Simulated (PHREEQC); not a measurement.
**Alkaline etch or developer: speciation**

Make-up at 73 °C: 0.017 mol/kgw NaOH, 0.00073 mol/kgw CO2 and 0.047 mol/kgw Na2CO3. Closed to the air; pH follows from the charge balance.

All values are PHREEQC results (Pitzer model, pitzer.dat), not measurements.

Each row changes one thing in this solution. Precipitation was switched off in this run.

```csv
case,pH,ionic strength (mol/kgw),CO3-2 (mol/kgw),HCO3- (mol/kgw),CO2 (mol/kgw)
as made,10.86,0.156,0.0447,0.00306,6.30e-8
NaOH left out,10.41,0.134,0.0398,0.00798,4.73e-7
CO2 from 0.00073 to 0.00146 mol/kgw,(withheld),0.156,0.0452,0.00331,7.28e-8
diluted 5-fold with water,(withheld),0.0295,0.00727,0.00228,1.69e-7
CO2 from 0.00073 to 0.0073 mol/kgw,10.55,0.159,0.0476,0.00667,2.81e-7
diluted 2-fold with water,10.64,0.0765,0.0210,0.00285,1.06e-7
NaOH from 0.017 to 0.034 mol/kgw,11.12,0.174,0.0461,0.00167,1.85e-8
temperature from 73 to 70 °C,(withheld),0.156,0.0450,0.00273,4.88e-8
```

Some entries are withheld; supply them.


- CO2 from 0.00073 to 0.00146 mol/kgw, pH: 10.83
- diluted 5-fold with water, pH: 10.38
- temperature from 73 to 70 °C, pH: 10.92

Complexes and solids missing from the database can't appear. At this temperature some constants are extrapolated from 25 °C, and those without enthalpy data are left unchanged.
